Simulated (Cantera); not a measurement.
Input: 1 mol SiC, 0.19 mol CO2, a varied amount of H2, held at 2173 K and 0.00900 Torr.

Method: chemical equilibrium by Gibbs-energy minimisation in Cantera with the NASA 1993 tables (ideal gas, pure condensed phases). Candidate condensed phases: C, C6H6, C7H8, C8H18, H2O, Si, SiC, SiO2; 123 gas species. Kinetics and transport are ignored.

Task: At 19 mol H2, list the 6 most abundant gas species with their mole fractions, and the condensed phases.

Result: H 0.702, H2 0.254, Si 0.0292, CO 0.0121, SiC2 0.00253, C2H2 (acetylene) 0.000560. Condensed: C(graphite).
